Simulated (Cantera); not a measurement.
Feed: 1 mol AlN, 0.14 mol N₂, equilibrated at 1.10 mbar.

These are equilibrium values from Cantera (NASA tables, ideal gas, pure condensed phases), not measurements of a reactor. Candidate condensed phases: Al, AlN; 5 gas species. Equilibrium is a limit: real reactors are often held back by kinetics, nucleation or transport. All values below are at 2273 K.

Base state: Al 0.610, N₂ 0.390, Al₂ 3.57e-5 (mole fractions); condensed: gas only.

Q: What changes in the equilibrium state with this change: AlN replaced by BN?

A: 
```
species     before     after
---------  -------  --------
N₂           0.390     0.993
B                0   0.00655
BN               0  0.000126
Al           0.610         0
Al₂        3.57e-5         0
B(s), mol        0     0.996
```
Further candidate phases: B, BN.

Q: What changes in the equilibrium state with this change: 0.001 mol NH₃ added?

A: 
```json
[
 {"species": "Al", "before": "0.610", "after": "0.608"},
 {"species": "N₂", "before": "0.390", "after": "0.390"},
 {"species": "H", "before": "0", "after": "0.00171"},
 {"species": "H₂", "before": "0", "after": "4.57e-5"},
 {"species": "AlH", "before": "0", "after": "2.25e-5"},
 {"species": "Al₂", "before": "3.57e-5", "after": "3.55e-5"}
]
```
